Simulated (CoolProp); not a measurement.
Vapour-liquid equilibrium of carbon dioxide (1) + acetone (2) at 282.2 K; x and y are mole fractions of (1).

Model: multi-fluid Helmholtz-energy mixture model, Span 1996 and Lemmon 2006; pair parameters Bell 2016, in CoolProp.

Problem. Give the bubble pressure and the first vapour's composition at x = 0.35, 0.65, 0.95. Is there an azeotrope?

Solution. x = 0.35: 1292 kPa, y = 0.989; x = 0.65: 2584 kPa, y = 0.995; x = 0.95: 4062 kPa, y = 0.999. No azeotrope shows between x = 0.05 and 0.95.

Pair parameters are fitted to limited data, so mixtures are less certain than the pure fluids.
